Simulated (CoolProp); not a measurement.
Model: reference Helmholtz-energy equation of state, Lemmon 2005, in CoolProp. It is a short technical equation, of lower accuracy than the large ones.

**Question.** For 1-butene, give the phase and the density (kg/m³), cv (kJ/(kg K)), Joule-Thomson coefficient (K/MPa), expansivity (1/kK) at 70.45 °C and 50.1 bar.

**Answer.** 
- 70.45 °C and 50.1 bar: liquid; density 539, cv 1.72, Joule-Thomson coefficient -0.0733, expansivity 2.62
